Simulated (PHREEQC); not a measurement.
A made-up water analysis in mmol/kgw, 20 °C, pH 2.62, pe 9.8:

```csv
constituent,mmol/kgw
Na,2.43
K,0.343
Ca,0.158
Mg,1.28
Cl,2.1
S(6),4.2
Zn,0.041
Cu(2),0.000975
Sr,0.00412
```

Valence states are taken as typed.

The numbers come from PHREEQC with the ion-association model, wateq4f.dat.

No solid was allowed to form.

### Question
Order these Zn species by the share of Zn that they hold, largest first: ZnSO4, ZnCl+, Zn+2, Zn(SO4)2-2.

### Answer
Zn+2 (76 %), ZnSO4 (23 %), Zn(SO4)2-2 (0.67 %), ZnCl+ (0.22 %)

The pH is 2.62 and the ionic strength 0.0130 mol/kgw. Species that the database lacks are ignored.
